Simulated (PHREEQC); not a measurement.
A made-up water analysis in mmol/kgw, 25 °C, pH 6.58, pe -0.3:

```tsv
constituent	mmol/kgw
Na	207
K	5.29
Ca	10.3
Mg	5.1
Cl	219
S(6)	8.45
Alkalinity (meq/kgw)	0.000192
B	0.0372
```

Cl is adjusted to close the charge balance.
Valence states are taken as typed.

Model: ion-association model, phreeqc.dat, run in PHREEQC.

ionic strength: 0.259 mol/kgw
activity of water: 0.992
specific conductance: 23000 µS/cm
density: 1.007 g/cm³

```
species  molality  activity   log γ
-------  --------  --------  ------
Cl-         0.226     0.158  -0.157
Na+         0.205     0.151  -0.133
Ca+2      0.00958   0.00287  -0.523
SO4-2     0.00563   0.00150  -0.576
K+        0.00524   0.00363  -0.160
Mg+2      0.00461   0.00149  -0.489
NaSO4-    0.00155   0.00113  -0.136
CaSO4    0.000720  0.000765   0.026
MgSO4    0.000494  0.000524   0.026
```

This is a speciation only: nothing precipitates in the calculation. Species that the database lacks are ignored.
